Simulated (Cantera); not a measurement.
Input: 1 mol Fe2O3, 0.48 mol CH4, 0.016 mol CO, 0.32 mol C, at 1323 K and 0.130 bar.

These are equilibrium values from Cantera (NASA tables, ideal gas, pure condensed phases), not measurements of a reactor. Candidate condensed phases: C, C6H6, C7H8, C8H18, Fe, Fe(CO)5, FeO, Fe(OH)2, Fe(OH)3, Fe2O3, Fe3O4, H2O; 114 gas species. Mutual solubility and eutectic melting of coexisting phases are not modelled. The tables' stoichiometric FeO is somewhat more stable than real wüstite, so its field is too wide. FeO: taken at fixed stoichiometry. Kinetics and transport are ignored.

Base state: H2 0.404, CO 0.388, H2O 0.137, CO2 0.0710 (mole fractions); condensed: Fe(γ) + FeO(s).

Q: What changes in the equilibrium state with this change: Fe2O3 replaced by TiO2?

A: 
```json
[
 {"species": "H2", "before": "0.404", "after": "0.733"},
 {"species": "CO", "before": "0.388", "after": "0.267"},
 {"species": "CH4", "before": "1.57e-7", "after": "0.000474"},
 {"species": "H2O", "before": "0.137", "after": "0.000186"},
 {"species": "CO2", "before": "0.0710", "after": "3.65e-5"},
 {"species": "Fe(γ), mol", "before": "0.169", "after": "0"},
 {"species": "FeO(s), mol", "before": "1.83", "after": "0"},
 {"species": "C(graphite), mol", "before": "0", "after": "0.466"},
 {"species": "Ti3O5(s), mol", "before": "0", "after": "0.333"}
]
```
Further candidate phases: Ti, TiC, TiO, TiO2, Ti2O3, Ti3O5, Ti4O7.
